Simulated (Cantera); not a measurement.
Charge: 1 mol Si, 0.52 mol F2, 21 mol H2, at 1450 K and 10.0 mbar.

These are equilibrium values from Cantera (NASA tables, ideal gas, pure condensed phases), not measurements of a reactor. Candidate condensed phases: Si; 25 gas species. The tables' values for SiF3, SiF2 are old estimates; treat these amounts as uncertain. Rates play no part.

Base state: H2 0.984, SiF4 0.00652, SiF3 0.00452, HF 0.00232, SiF2 0.00195, SiHF3 0.000936, H 9.38e-5, SiH2F2 6.19e-5 (mole fractions); condensed: Si(s).

What changes in the equilibrium state with this change: pressure from 10.0 mbar to 0.133 bar?


```
species       before     after
----------  --------  --------
H2             0.984     0.985
SiF4         0.00652   0.00789
SiF3         0.00452   0.00273
SiH2F2       6.19e-5  0.000249
H            9.38e-5   2.57e-5
SiF2         0.00195  0.000588
SiHF3       0.000936   0.00206
HF           0.00232   0.00127
Si(s), mol     0.702     0.712
```

What changes in the equilibrium state with this change: pressure from 10.0 mbar to 0.190 bar?


```csv
species,before,after
H2,0.984,0.985
SiF4,0.00652,0.00795
SiF3,0.00452,0.00251
SiF2,0.00195,0.000495
SiH3F,1.13e-6,1.09e-5
SiH2F2,6.19e-5,0.000298
"Si(s), mol",0.702,0.712
```
